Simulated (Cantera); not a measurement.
Charge: 1 mol SiH4, 1.2 mol O2, 5.3 mol N2, equilibrated at 6200 Pa.

Cantera equilibrium calculation (NASA polynomials, part measured and part estimated; ideal gas, pure solids and liquids). Candidate condensed phases: H2O, Si, SiO2, Si2N2O, Si3N4; 35 gas species. The tables hold silica as quartz up to 1696 K and as liquid above; real silica turns to tridymite and cristobalite and melts near 1996 K. Equilibrium is a limit: real reactors are often held back by kinetics, nucleation or transport.

Q: Which condensed phases are stable at each of these points (T (K)): 1523, 1573, 1623, 1673, 1723, 1773, 1823, 1873?

A: 
| T (K) | condensed phases | Si condensed (%) |
|---|---|---|
| 1523 | SiO2(β-quartz) | 100.0 |
| 1573 | SiO2(β-quartz) | 100.0 |
| 1623 | SiO2(β-quartz) | 100.0 |
| 1673 | SiO2(β-quartz) | 100.0 |
| 1723 | SiO2(condensed) | 100.0 |
| 1773 | SiO2(condensed) | 99.9 |
| 1823 | SiO2(condensed) | 99.8 |
| 1873 | SiO2(condensed) | 99.6 |

From 1523 K to 1673 K the condensed part is SiO2(β-quartz). From 1723 K to 1873 K the condensed part is SiO2(condensed).
